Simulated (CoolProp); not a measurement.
Vapour-liquid equilibrium of isohexane (1) + methanol (2) at 75.35 °C; x and y are mole fractions of (1).

Computed with CoolProp (multi-fluid Helmholtz-energy mixture model, Lemmon 2006 and de Reuck 1993; pair parameters Bell 2016).

Question: Give the bubble pressure and the first vapour's composition at x = 0.35, 0.75, 0.95. Is there an azeotrope?

Answer: x = 0.35: 267.3 kPa, y = 0.505; x = 0.75: 261.0 kPa, y = 0.547; x = 0.95: 199.8 kPa, y = 0.787. y crosses x between x = 0.45 and 0.55: the model has an azeotrope there.

Pair parameters are fitted to limited data, so mixtures are less certain than the pure fluids. With so large a gap from Raoult's law the liquid may split in two, which this calculation doesn't test in full.
